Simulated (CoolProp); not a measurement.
Model: reference Helmholtz-energy equation of state, Gao 2016, in CoolProp.

### Question
For sulfur dioxide, give the phase and the Joule-Thomson coefficient (K/MPa) at 459.9 K and 0.573 MPa; 459.9 K and 6.76 MPa.

### Answer
- 459.9 K and 0.573 MPa: gas; Joule-Thomson coefficient 10.4
- 459.9 K and 6.76 MPa: gas; Joule-Thomson coefficient 10.1
